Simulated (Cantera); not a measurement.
A closed system holds: 1 mol SiH₄, 5.7 mol NH₃.

These are equilibrium values from Cantera (NASA tables, ideal gas, pure condensed phases), not measurements of a reactor. Candidate condensed phases: Si, Si₃N₄; 18 gas species. Rates play no part.

**Question.** What condenses at these points (T in °C, P in Pa): (1602, 140); (1502, 710); (1702, 26); (1502, 5); (602, 710); (1302, 19000)?

**Answer.** 
```
T (°C)  P in Pa  condensed phases  Si condensed (%)
------  -------  ----------------  ----------------
1602        140                Si              90.5
1502        710                Si              99.5
1702         26          gas only               0.0
1502          5                Si              35.4
602         710             Si₃N₄             100.0
1302      19000             Si₃N₄             100.0
```
